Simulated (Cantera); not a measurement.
An isothermal plug-flow reactor at 623 K and 101000 Pa (inlet), inlet velocity 0.5 m/s, active area per volume 1900 1/m; feed H2 : O2 : N2 : H2O = 0.0056 : 0.06 : 0.79 : 0.056 (molar parts), equivalence ratio 0.047.

Detailed kinetics in Cantera: Deutschmann's 1995 Pt surface mechanism with GRI-Mech 3.0 gas chemistry. Catalytic surfaces can have several steady states; this one follows from the mechanism file's or the stated starting coverage. Mass transfer to the wall is taken as infinitely fast.

x: gas mole fraction; θ: surface coverage.

```json
[
 {"z (m)": "0.00038", "x H2": "…", "x O2": "0.0633", "x H2O": "0.0670", "θ free Pt": "0.0203", "θ O*": "0.967", "θ OH*": "0.0129"},
 {"z (m)": "0.00063", "x H2": "…", "x O2": "0.0632", "x H2O": "0.0673", "θ free Pt": "0.0130", "θ O*": "0.977", "θ OH*": "0.0104"},
 {"z (m)": "0.0011", "x H2": "…", "x O2": "0.0631", "x H2O": "0.0675", "θ free Pt": "0.00784", "θ O*": "0.984", "θ OH*": "0.00809"},
 {"z (m)": "0.0018", "x H2": "…", "x O2": "0.0630", "x H2O": "0.0676", "θ free Pt": "0.00512", "θ O*": "0.988", "θ OH*": "0.00655"},
 {"z (m)": "0.0029", "x H2": "…", "x O2": "0.0630", "x H2O": "0.0677", "θ free Pt": "0.00354", "θ O*": "0.991", "θ OH*": "0.00546"},
 {"z (m)": "0.0049", "x H2": "…", "x O2": "0.0630", "x H2O": "0.0677", "θ free Pt": "0.00258", "θ O*": "0.993", "θ OH*": "0.00466"},
 {"z (m)": "0.0082", "x H2": "…", "x O2": "0.0630", "x H2O": "0.0678", "θ free Pt": "0.00210", "θ O*": "0.994", "θ OH*": "0.00421"},
 {"z (m)": "0.014", "x H2": "…", "x O2": "0.0629", "x H2O": "0.0678", "θ free Pt": "0.00188", "θ O*": "0.994", "θ OH*": "0.00398"},
 {"z (m)": "0.023", "x H2": "…", "x O2": "0.0629", "x H2O": "0.0678", "θ free Pt": "0.00181", "θ O*": "0.994", "θ OH*": "0.00391"},
 {"z (m)": "0.038", "x H2": "…", "x O2": "0.0629", "x H2O": "0.0678", "θ free Pt": "0.00180", "θ O*": "0.994", "θ OH*": "0.00390"}
]
```

Task: Fill in the missing entries.

Result: 
- 0.00038, x H2: 0.000763
- 0.00063, x H2: 0.000481
- 0.0011, x H2: 0.000281
- 0.0018, x H2: 0.000170
- 0.0029, x H2: 0.000100
- 0.0049, x H2: 5.07e-5
- 0.0082, x H2: 2.13e-5
- 0.014, x H2: 5.76e-6
- 0.023, x H2: 8.65e-7
- 0.038, x H2: 3.87e-8
